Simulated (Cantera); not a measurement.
An isothermal, constant-pressure homogeneous reactor starts with CO : O2 : H2O : N2 = 0.0023 : 0.066 : 0.11 : 1 (molar parts), equivalence ratio 0.017, at 1075 K and 4.93 atm.

Cantera simulation using GRI-Mech 3.0 (53 species, 325 reactions); the numbers are that mechanism's predictions, not measurements.

x: mole fraction; the columns are a selection and need not sum to one.

| t (s) | x CO | x O2 | x H2O | x HO2 | x H2 |
|---|---|---|---|---|---|
| 3.00e-5 | 0.00195 | 0.0560 | 0.0934 | 2.56e-11 | <1e-12 |
| 8.68e-5 | 0.00195 | 0.0560 | 0.0934 | 2.15e-10 | 3.72e-12 |
| 0.000251 | 0.00195 | 0.0560 | 0.0934 | 1.41e-9 | 2.73e-11 |
| 0.000727 | 0.00195 | 0.0560 | 0.0934 | ? | 1.26e-10 |
| 0.00211 | 0.00195 | 0.0560 | 0.0934 | 2.16e-8 | 5.59e-10 |
| 0.00609 | 0.00195 | 0.0560 | 0.0934 | 9.58e-8 | 3.59e-9 |
| 0.0176 | 0.00195 | 0.0560 | 0.0934 | 9.85e-7 | 6.88e-8 |
| 0.0510 | 0.00182 | 0.0559 | 0.0934 | ? | ? |
| 0.148 | 0.00146 | 0.0558 | 0.0934 | 2.53e-6 | 3.94e-6 |
| 0.428 | 0.000876 | 0.0555 | 0.0934 | 1.69e-6 | 3.14e-6 |
| 1.24 | 0.000337 | 0.0552 | 0.0934 | 8.05e-7 | 1.30e-6 |
| 3.58 | 6.94e-5 | 0.0551 | 0.0934 | 2.52e-7 | 3.29e-7 |
| 10.4 | 2.69e-6 | 0.0551 | 0.0934 | 2.34e-8 | 1.85e-8 |
| 30.0 | 2.44e-12 | 0.0551 | 0.0934 | 1.51e-9 | 1.25e-10 |

**Question.** Complete the blanks.

**Answer.** 
- 0.000727, x HO2: 5.95e-9
- 0.0510, x HO2: 2.98e-6
- 0.0510, x H2: 1.83e-6
